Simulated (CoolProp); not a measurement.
The numbers come from the reference Helmholtz-energy equation of state, Thol 2019 in CoolProp.

### Question
Give the vapour pressure (MPa), enthalpy of vaporisation (kJ/kg), liquid conductivity (mW/(m K)) of saturated n-pentane at 45.25, 106.95 °C.

### Answer
| T (°C) | p (MPa) | enthalpy of vaporisation (kJ/kg) | liquid conductivity (mW/(m K)) |
|---|---|---|---|
| 45.25 | 0.137 | 350 | 105 |
| 106.95 | 0.691 | 288 | 85.7 |

Thermal conductivity comes from a separate model (Vassiliou 2015).
